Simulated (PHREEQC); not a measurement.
Solution (25 °C): 0.089 mol Al2(SO4)3 and 0.019 mol HCl per kg of water. Closed to the air; pH follows from the charge balance.

Model: ion-association model, wateq4f.dat, run in PHREEQC.

Question: The ionic strength comes out as 0.277 mol/kgw. What activity coefficients do HSO4-, AlHSO4+2, AlSO4+, SO4-2, AlOH+2 get?

Answer: HSO4- 0.71, AlHSO4+2 0.29, AlSO4+ 0.71, SO4-2 0.26, AlOH+2 0.28.

This is a speciation only: nothing precipitates in the calculation.
